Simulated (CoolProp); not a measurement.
A single-stage vapour-compression cycle with the fluid: evaporating at 310.15 K (dew point), condensing at 341.15 K (bubble point), superheat 5 K, subcooling 0 K, compressor efficiency 0.85, no pressure losses. The same conditions are run with several fluids, on thermodynamics alone (safety and materials aside).

The numbers come from the reference Helmholtz-energy equation of state of each fluid (R245ca: Zhou 2016; n-heptane: Span 2003; vinyl chloride: Thol 2022; CH2F2 (R32): Tillner-Roth 1997; R152A: Outcalt 1996; R11: Jacobsen 1992) in CoolProp.

Task: Rank R245ca, n-heptane, vinyl chloride, CH2F2 (R32), R152A, R11 by cooling COP, highest first.

Result: R11 (7.66), n-heptane (7.54), vinyl chloride (7.45), R245ca (7.36), R152A (6.94), CH2F2 (R32) (5.63)

| fluid | pressure ratio | discharge temperature (K) | refrigerating effect (kJ/kg) | volumetric capacity (kJ/m³) |
|---|---|---|---|---|
| R245ca | 2.65 | 342.2 | 158 | 1330 |
| n-heptane | 3.50 | 341.2 | 293 | 122 |
| vinyl chloride | 2.15 | 362.0 | 266 | 3890 |
| CH2F2 (R32) | 2.03 | 368.7 | 178 | 11300 |
| R152A | 2.15 | 356.0 | 210 | 5290 |
| R11 | 2.44 | 352.3 | 151 | 1320 |

The compression ends wet for: n-heptane.
